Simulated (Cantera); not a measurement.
Charge: 1 mol Si2Cl6, 0.63 mol NH3, 56 mol N2, held at 1477 °C and 0.133 bar.

Equilibrium computed with Cantera from the NASA thermochemical tables; the gas is ideal and each condensed phase is pure. Candidate condensed phases: NH4Cl, Si, Si3N4; 28 gas species. The feed counts by its element totals alone. The tables' values for SiCl3 are old estimates; treat these amounts as uncertain. Kinetics and transport are ignored.

Base state: N2 0.937, SiCl2 0.0284, HCl 0.0272, SiCl3 0.00389, H2 0.00211, SiCl4 0.000947, Cl 0.000291, H 2.92e-5 (mole fractions); condensed: gas only.

**Question.** What changes in the equilibrium state with this change: temperature from 1477 °C to 1250 °C?

**Answer.** 
```json
[
 {"species": "N2", "before": "0.937", "after": "0.945"},
 {"species": "HCl", "before": "0.0272", "after": "0.0283"},
 {"species": "SiCl2", "before": "0.0284", "after": "0.0105"},
 {"species": "SiCl4", "before": "0.000947", "after": "0.00879"},
 {"species": "H", "before": "2.92e-5", "after": "2.66e-6"},
 {"species": "Cl", "before": "0.000291", "after": "3.44e-5"},
 {"species": "SiHCl3", "before": "1.62e-5", "after": "6.14e-5"},
 {"species": "Si3N4(s), mol", "before": "0", "after": "0.176"}
]
```

**Question.** What changes in the equilibrium state with this change: Si2Cl6 replaced by SiHCl3?

**Answer.** 
```json
[
 {"species": "N2", "before": "0.937", "after": "0.950"},
 {"species": "HCl", "before": "0.0272", "after": "0.0228"},
 {"species": "H2", "before": "0.00211", "after": "0.0130"},
 {"species": "SiCl2", "before": "0.0284", "after": "0.0129"},
 {"species": "SiCl4", "before": "0.000947", "after": "4.92e-5"},
 {"species": "SiCl3", "before": "0.00389", "after": "0.000598"},
 {"species": "Cl", "before": "0.000291", "after": "9.85e-5"},
 {"species": "SiHCl3", "before": "1.62e-5", "after": "6.18e-6"},
 {"species": "H", "before": "2.92e-5", "after": "7.26e-5"},
 {"species": "Si3N4(s), mol", "before": "0", "after": "0.0662"}
]
```
